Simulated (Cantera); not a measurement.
A perfectly stirred reactor is fed with 0.212 % CH2O, 3.71 % O2, 88.4 % N2, 7.69 % H2, at 3000 Torr; it is held at 1325 K, and followed from long to short residence time.

Model: GRI-Mech 3.0 (53 species, 325 reactions), integrated in Cantera. The temperature is held fixed by assumption; the heat of reaction is taken as removed at once.

Task: Predict: x(CH2O) at τ = 1.30 s; x(O2) at τ = 1.30 s; x(CO2) at τ = 1.30 s; x(H2) at τ = 1.30 s; x(CH2O) at τ = 19.0 ms; x(O2) at τ = 19.0 ms; x(CO2) at τ = 19.0 ms; x(H2) at τ = 19.0 ms.

Result: 
- x(CH2O) at τ = 1.30 s: 4.15e-8
- x(O2) at τ = 1.30 s: 3.06e-5
- x(CO2) at τ = 1.30 s: 0.00187
- x(H2) at τ = 1.30 s: 0.00685
- x(CH2O) at τ = 19.0 ms: 3.69e-7
- x(O2) at τ = 19.0 ms: 0.000295
- x(CO2) at τ = 19.0 ms: 0.00178
- x(H2) at τ = 19.0 ms: 0.00715
